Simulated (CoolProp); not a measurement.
Sulfur hexafluoride at 293.15 K and 1.22 MPa is throttled through a valve to 0.113 MPa with no heat exchange. Each further row changes one setting.

Computed with CoolProp (reference Helmholtz-energy equation of state, Guder 2009).

```tsv
case	temperature change (K)	final density (kg/m³)
as stated	-13.0	7.20
outlet pressure 0.0339 MPa	-13.9	2.14
outlet pressure 0.147 MPa	-12.6	9.39
```
